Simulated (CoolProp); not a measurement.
Properties of isopentane along the isobar 1.01 bar (Tc = 460.3 K, pc = 33.78 bar, ω = 0.227).

The numbers come from the reference Helmholtz-energy equation of state, Lemmon 2006 in CoolProp. It is a short technical equation, of lower accuracy than the large ones.

| T (K) | phase | density (kg/m³) | cp (kJ/(kg K)) |
|---|---|---|---|
| 401.3 | gas | 2.220 | 2.140 |
| 408.9 | gas | 2.177 | 2.172 |
| 416.5 | gas | 2.135 | 2.205 |
| 424.1 | gas | 2.095 | 2.237 |
| 431.7 | gas | 2.056 | 2.269 |
| 439.3 | gas | 2.019 | 2.301 |
| 446.9 | gas | 1.984 | 2.332 |
| 454.5 | gas | 1.949 | 2.364 |
| 462 | gas | 1.917 | 2.394 |
| 469.6 | gas | 1.885 | 2.425 |
| 477.2 | gas | 1.854 | 2.456 |
| 484.8 | gas | 1.824 | 2.486 |
| 492.4 | gas | 1.795 | 2.516 |
| 500 | gas | 1.767 | 2.546 |
